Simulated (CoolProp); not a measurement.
Vapour-liquid equilibrium of R22 (1) + C3F8 (R218) (2) at 256.6 K; x and y are mole fractions of (1).

Values from CoolProp's multi-fluid Helmholtz-energy mixture model, Kamei 1995 and Lemmon 2006; pair parameters Bell 2016.

Give the bubble pressure and the first vapour's composition at x = 0.2, 0.8, 0.95. Is there an azeotrope?

x = 0.2: 0.3129 MPa, y = 0.367; x = 0.8: 0.3471 MPa, y = 0.700; x = 0.95: 0.3082 MPa, y = 0.873. y crosses x between x = 0.5 and 0.65: the model has an azeotrope there.

The pair parameters rest on a limited set of measurements; away from them the model extrapolates.
